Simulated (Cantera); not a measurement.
Cantera run, input and output.

```python
import numpy as np
import cantera as ct

gas = ct.Solution("h2o2.yaml")
gas.TPX = 1025, 3700, {'H2': 0.018, 'O2': 1, 'N2': 4.3}
reactor = ct.IdealGasConstPressureReactor(gas, energy="off", clone=False)
net = ct.ReactorNet([reactor])
net.rtol, net.atol = 1e-08, 1e-18
show = ['H2', 'O2', 'HO2', 'O', 'H']
times = np.geomspace(0.0004, 200, 12)

steps = ct.SolutionArray(gas, extra=["t"])
rows = []
print(f"{'t/s':>10s}{'T/K':>9s}{'P/Pa':>11s}" + "".join(f"{s:>11s}" for s in show))
for t in times:
    while net.time < t:
        t_next = net.step()
        steps.append(gas.state, t=t_next)
    rows.append([np.interp(t, steps.t, y) for y in (steps.T, steps.P, *steps(*show).X.T)])
    print(f"{t:10.3e}{rows[-1][0]:9.1f}{rows[-1][1]:11.4g}" + "".join(f"{x:11.3e}" for x in rows[-1][2:]))
rate = np.gradient(steps.T, steps.t)
print("integrator steps:", len(steps.t))
if steps.T.max() > steps.T[0] + 200:
    print(f"time of steepest temperature rise: {steps.t[rate.argmax()]:.4e} s")
gas.TPX = 1025, 3700, {'H2': 0.018, 'O2': 1, 'N2': 4.3}
gas.equilibrate("TP")
print(f"equilibrium (TP): T = {gas.T:.1f} K  " + "  ".join(f"{s} {gas[s].X[0]:.3e}" for s in show))
```

Output:

```
       t/s      T/K       P/Pa         H2         O2        HO2          O          H
 4.000e-04   1025.0       3700  3.385e-03  1.880e-01  1.364e-11  7.822e-12  7.356e-12
 1.319e-03   1025.0       3700  3.385e-03  1.880e-01  4.646e-11  6.109e-11  2.279e-11
 4.347e-03   1025.0       3700  3.385e-03  1.880e-01  2.084e-10  1.357e-09  3.483e-10
 1.433e-02   1025.0       3700  3.373e-03  1.880e-01  3.037e-07  6.822e-06  1.722e-06
 4.725e-02   1025.0       3700  3.443e-05  1.861e-01  1.321e-06  8.597e-04  9.426e-05
 1.558e-01   1025.0       3700  3.402e-06  1.866e-01  5.155e-07  1.557e-04  5.665e-06
 5.136e-01   1025.0       3700  3.780e-07  1.866e-01  1.486e-07  1.892e-05  2.380e-07
 1.693e+00   1025.0       3700  3.812e-08  1.867e-01  3.092e-08  2.238e-06  9.850e-09
 5.582e+00   1025.0       3700  4.581e-09  1.867e-01  5.950e-09  3.353e-07  5.758e-10
 1.840e+01   1025.0       3700  7.665e-10  1.867e-01  1.295e-09  6.621e-08  5.051e-11
 6.067e+01   1025.0       3700  1.681e-10  1.867e-01  3.368e-10  1.587e-08  5.918e-12
 2.000e+02   1025.0       3700  4.375e-11  1.867e-01  1.246e-10  4.320e-09  8.406e-13
integrator steps: 1661
equilibrium (TP): T = 1025.0 K  H2 7.427e-12  O2 1.867e-01  HO2 1.017e-10  O 7.461e-10  H 6.213e-14
```

Detailed kinetics in Cantera: the H2/O2 subset of GRI-Mech 3.0, which has no nitrogen chemistry. Radical loss at walls, strong at low pressure, is not modelled.
